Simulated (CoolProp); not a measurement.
R236FA along the isotherm 400 K: Z from the reference equation and from simpler models built on Tc = 398.1 K, pc = 3.191 MPa, ω = 0.377; each cubic takes its own stable root.

Computed with CoolProp (reference Helmholtz-energy equation of state, Pan 2012).

| p (MPa) | phase | reference | van der Waals | Peng-Robinson |
|---|---|---|---|---|
| 0.177 | gas | 0.9808 | 0.9835 | 0.9791 |
| 0.355 | gas | (withheld) | (withheld) | (withheld) |
| 0.532 | gas | 0.9408 | 0.9489 | 0.9358 |
| 0.709 | gas | 0.9200 | 0.9309 | 0.9135 |
| 0.886 | gas | (withheld) | 0.9122 | 0.8906 |
| 1.06 | gas | (withheld) | 0.8931 | 0.8674 |
| 1.24 | gas | 0.8532 | 0.8726 | 0.8428 |
| 1.42 | gas | 0.8288 | 0.8511 | 0.8172 |
| 1.6 | gas | 0.8032 | 0.8286 | (withheld) |

**Question.** What belongs in the gaps?

**Answer.** 
- 0.355, reference: 0.9610
- 0.355, van der Waals: 0.9664
- 0.355, Peng-Robinson: 0.9576
- 0.886, reference: 0.8985
- 1.06, reference: 0.8767
- 1.6, Peng-Robinson: 0.7907
